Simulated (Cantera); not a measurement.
Input (Python, Cantera) and output of one run.

```python
import numpy as np
import cantera as ct

gas_names = """
    NO ZrO2 N2
""".split()
cond_names = """
    ZrN(s) ZrN(L)
""".split()


# ... load() reads the species with a 1 bar reference pressure and builds the phases ...
species = {s.name: s for s in load("nasa_gas.yaml", gas_names) + load("nasa_condensed.yaml", cond_names)}
# Each term lists the table entries of one substance; the one whose range holds T is used.
reactions = {
    '4 NO(g) + 2 ZrN = 2 ZrO2(g) + 3 N2(g)':
        [(-4, ['NO']), (-2, ['ZrN(s)', 'ZrN(L)']), (2, ['ZrO2']), (3, ['N2'])],
}


def pick(names, T):
    return next(species[n] for n in names if species[n].thermo.min_temp <= T <= species[n].thermo.max_temp)


results = []
for label, terms in reactions.items():
    print(label)
    print("     T/K   dH/kJ  dS/(J/K)   dG/kJ   log10 K")
    for T in [1775, 1875, 1975, 2075, 2175, 2275]:
        used = [(nu, pick(names, T)) for nu, names in terms]
        dH = sum(nu * s.thermo.h(T) for nu, s in used) / 1e6
        dS = sum(nu * s.thermo.s(T) for nu, s in used) / 1e3
        dG = dH - T * dS / 1e3
        logK = -dG * 1e6 / (ct.gas_constant * T * np.log(10))
        results.append((label, T, dH, dS, dG, logK, [s.name for _, s in used]))
        print(f"{T:8g} {dH:8.1f} {dS:8.1f} {dG:8.1f} {logK:8.2f}")
```

It prints:

```
4 NO(g) + 2 ZrN = 2 ZrO2(g) + 3 N2(g)
     T/K   dH/kJ  dS/(J/K)   dG/kJ   log10 K
    1775   -253.0    151.0   -521.0    15.33
    1875   -257.2    148.7   -535.9    14.93
    1975   -261.5    146.4   -550.7    14.56
    2075   -265.9    144.2   -565.2    14.23
    2175   -270.5    142.1   -579.5    13.92
    2275   -275.2    140.0   -593.6    13.63
```

Source: NASA polynomial tables (part measured, part estimated), evaluated in Cantera. ZrN: taken at fixed stoichiometry. Condensed species are held in their standard states even where they would react or evaporate.
